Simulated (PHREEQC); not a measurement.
## Metal-bearing waste water: an equilibrium model

Dissolve 0.0032 mol/kgw ZnSO4, 0.25 mol/kgw CaCl2 and 0.0073 mol/kgw NaCl at 25 °C. Closed to the air; pH follows from the charge balance.

Model: ion-association model, phreeqc.dat, run in PHREEQC.

This is a speciation only: nothing precipitates in the calculation.

### Question
What pH, activity of water does the model give?

### Answer
pH 5.75; activity of water 0.987.

### Question
In which forms is S present?

### Answer
CaSO4 61 %, SO4-2 38 %, ZnSO4 0.6 % of the S.

The ionic strength is past about 0.7 mol/kgw, beyond the range of this activity model, so the values are rough.
